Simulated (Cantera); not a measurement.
Input: 1 mol B2O3, 0.39 mol H2O, at 1575 °C.

Cantera equilibrium calculation (NASA polynomials, part measured and part estimated; ideal gas, pure solids and liquids). Candidate condensed phases: B, B2O3, B3O3H3, H2O; 23 gas species. Kinetics and transport are ignored.

x: gas mole fraction; n: condensed amount in mol.

```csv
P (Pa),x H2O,x HBO2,x B2O3,x BO2,n B2O3(l)
10,0.0356,0.454,0.467,0.0220,0
37,0.0369,0.465,0.472,___,0
140,0.0378,0.472,0.475,0.00887,0
520,0.0383,0.476,0.476,0.00567,0
1900,0.0761,0.571,0.345,0.00385,0.323
7200,___,0.592,___,___,___
27000,0.559,0.411,0.0243,0.000707,0.883
100000,0.742,0.246,0.00656,0.000252,0.941
```

Complete the blanks.


- 37, x BO2: 0.0140
- 7200, x H2O: 0.310
- 7200, x B2O3: 0.0911
- 7200, x BO2: 0.00186
- 7200, n B2O3(l): 0.752
